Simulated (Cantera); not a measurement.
A perfectly stirred reactor is fed with 82.6 % NH3, 17.4 % H2, at 1.00 bar; it is held at 1598 K, and followed from long to short residence time.

Computed with Cantera and the gas-phase N/H chemistry of the illustrative SiF4/NH3 mechanism in the Surface Chemkin manual (1991). Walls and surfaces, which speed up NH3 decomposition in real reactors, are not modelled.

Task: Predict: x(NH3) at τ = 1.00 s; x(H2) at τ = 1.00 s; x(N) at τ = 1.00 s; x(NH) at τ = 1.00 s; x(N2) at τ = 1.00 s; x(NH3) at τ = 49.0 ms; x(H2) at τ = 49.0 ms; x(N) at τ = 49.0 ms; x(NH) at τ = 49.0 ms; x(N2) at τ = 49.0 ms.

Result: 
```json
{
 "x(NH3) at τ = 1.00 s": "0.716",
 "x(H2) at τ = 1.00 s": "0.253",
 "x(N) at τ = 1.00 s": "4.86e-9",
 "x(NH) at τ = 1.00 s": "2.40e-7",
 "x(N2) at τ = 1.00 s": "0.0301",
 "x(NH3) at τ = 49.0 ms": "0.820",
 "x(H2) at τ = 49.0 ms": "0.178",
 "x(N) at τ = 49.0 ms": "4.58e-9",
 "x(NH) at τ = 49.0 ms": "2.48e-7",
 "x(N2) at τ = 49.0 ms": "0.00176"
}
```
